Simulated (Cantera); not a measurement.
A perfectly stirred reactor is fed with 5.60 % H₂, 5.90 % O₂, 88.5 % N₂, equivalence ratio 0.47, at 100000 Pa; it is held at 1300 K, and followed from long to short residence time.

Model: the H2/O2 subset of GRI-Mech 3.0, which has no nitrogen chemistry, integrated in Cantera. The temperature is held fixed by assumption; the heat of reaction is taken as removed at once.

Question: Predict: x(H₂) at τ = 3.90 s; x(O₂) at τ = 3.90 s; x(H₂O₂) at τ = 3.90 s; x(H) at τ = 3.90 s; x(H₂O) at τ = 3.90 s; x(H₂) at τ = 0.130 s; x(O₂) at τ = 0.130 s; x(H₂O₂) at τ = 0.130 s; x(H) at τ = 0.130 s; x(H₂O) at τ = 0.130 s.

Answer: 
| Property | Result |
|---|---|
| x(H₂) at τ = 3.90 s | 1.47e-5 |
| x(O₂) at τ = 3.90 s | 0.0319 |
| x(H₂O₂) at τ = 3.90 s | 5.28e-8 |
| x(H) at τ = 3.90 s | 4.20e-7 |
| x(H₂O) at τ = 3.90 s | 0.0576 |
| x(H₂) at τ = 0.130 s | 0.000140 |
| x(O₂) at τ = 0.130 s | 0.0319 |
| x(H₂O₂) at τ = 0.130 s | 2.87e-7 |
| x(H) at τ = 0.130 s | 1.25e-5 |
| x(H₂O) at τ = 0.130 s | 0.0574 |
